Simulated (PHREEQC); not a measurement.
Consider water at 19 °C with 0.13 mol/kgw HF, 0.00053 mol/kgw H2SiF6 and 0.00011 mol/kgw HNO3. Closed to the air; pH follows from the charge balance.

Computed with PHREEQC (ion-association model, phreeqc.dat).

The pH is 1.93. The ionic strength is 0.0134 mol/kgw. The total alkalinity is -133 meq/kg.

```
species  molality  activity   log γ
-------  --------  --------  ------
HF          0.115     0.115   0.001
H+         0.0129    0.0117  -0.044
F-        0.00826   0.00733  -0.052
HF2-      0.00346   0.00308  -0.050
SiF6-2   0.000530  0.000337  -0.197
NO3-     0.000110   9.75e-5  -0.053
```

This is a speciation only: nothing precipitates in the calculation. Species that the database lacks are ignored. SiF6-2 is the database's only silicon fluoride.
